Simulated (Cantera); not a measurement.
Input: 1 mol B, 3.4 mol H₂O, 1 mol N₂, equilibrated at 827 °C and 4.70 mbar.

Equilibrium computed with Cantera from the NASA thermochemical tables; the gas is ideal and each condensed phase is pure. Candidate condensed phases: B, BN, B₂O₃, B₃O₃H₃, H₂O; 39 gas species. Gases not in the tables: H₃BO₃. Kinetics and transport are ignored.

Base state: H₂O 0.430, H₂ 0.341, N₂ 0.227, HBO₂ 0.00167, (HBO₂)₃ 0.000338 (mole fractions); condensed: B₂O₃(l).

**Question.** What changes in the equilibrium state with this change: B replaced by BCl₃?

**Answer.** 
```
species         before     after
------------  --------  --------
HCl                  0     0.508
H₂O              0.430     0.321
N₂               0.227     0.169
H₂               0.341   2.15e-5
HBO₂           0.00167   0.00144
Cl                   0   3.70e-5
(HBO₂)₃       0.000338  0.000218
B₂O₃(l), mol     0.494     0.494
```
Further candidate phases: NH₄Cl.
